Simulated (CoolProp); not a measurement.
A single-stage vapour-compression cycle with chloromethane (R40): evaporating at 260.15 K (dew point), condensing at 301.15 K (bubble point), superheat 0 K, subcooling 5 K, compressor efficiency 0.85, no pressure losses. Each further row changes one setting.

Model: reference Helmholtz-energy equation of state, Thol 2014, in CoolProp.

```csv
case,cooling COP,pressure ratio,discharge temperature (K),refrigerating effect (kJ/kg),volumetric capacity (kJ/m³)
as stated,4.75,3.94,356.9,359,1410
evaporating temperature 265.15 K,?,3.25,348.3,362,1700
condensing temperature 296.15 K,5.51,?,346.0,367,1440
subcooling 10 K,4.85,3.94,356.9,367,1440
superheat 10 K,4.66,3.94,?,?,?
compressor efficiency 0.75,?,3.94,367.2,359,1410
```

Q: Complete the blanks.

A: 
- evaporating temperature 265.15 K, cooling COP: 5.61
- condensing temperature 296.15 K, pressure ratio: 3.41
- superheat 10 K, discharge temperature (K): 369.2
- superheat 10 K, refrigerating effect (kJ/kg): 368
- superheat 10 K, volumetric capacity (kJ/m³): 1380
- compressor efficiency 0.75, cooling COP: 4.19
